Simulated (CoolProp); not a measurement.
Vapour-liquid equilibrium of propylene (1) + n-heptane (2) at 0.192 MPa; x and y are mole fractions of (1).

Computed with CoolProp (multi-fluid Helmholtz-energy mixture model, Lemmon 2013 and Span 2003; pair parameters Bell 2016).

### Question
Give the bubble temperature and the first vapour's composition at x = 0.35, 0.575, 0.8. Is there an azeotrope?

### Answer
x = 0.35: 265.3 K, y = 0.996; x = 0.575: 251.8 K, y = 0.999; x = 0.8: 245.6 K, y = 1.000. No azeotrope shows between x = 0.05 and 0.95.

The pair parameters rest on a limited set of measurements; away from them the model extrapolates. The gap from Raoult's law changes sign with composition, which may be real or a fault of the pair parameters; it wasn't checked against measurements.
